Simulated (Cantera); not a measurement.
Input: 1 mol SF6, 0.14 mol O2, 1.6 mol H2O, equilibrated at 2200 °C and 0.133 bar.

Cantera equilibrium calculation (NASA polynomials, part measured and part estimated; ideal gas, pure solids and liquids). Candidate condensed phases: H2O, H2SO4, S; 43 gas species. The tables' values for SOF2, SF3 are old estimates; treat these amounts as uncertain. Rates play no part.

Base state: HF 0.456, F 0.394, SO2 0.117, SO 0.0211, O2 0.00520, O 0.00250, SF 0.00158, SF2 0.00144 (mole fractions); condensed: gas only.

### Question
What changes in the equilibrium state with this change: temperature from 2200 °C to 2875 °C?

### Answer
```
species    before    after
-------  --------  -------
HF          0.456    0.408
F           0.394    0.366
O         0.00250   0.0716
SO2         0.117   0.0315
S        0.000972   0.0284
O2        0.00520   0.0203
SO         0.0211   0.0668
SF3       1.46e-5  7.38e-9
H2        1.90e-8  3.54e-5
```

### Question
What changes in the equilibrium state with this change: SF6 replaced by N2O?

### Answer
```csv
species,before,after
H2O,9.60e-8,0.438
N2,0,0.293
O2,0.00520,0.176
HF,0.456,0
F,0.394,0
SO2,0.117,0
SO,0.0211,0
NO,0,0.0122
H2,1.90e-8,0.0149
OH,8.55e-6,0.0440
O,0.00250,0.0146
SF,0.00158,0
SF2,0.00144,0
S,0.000972,0
```
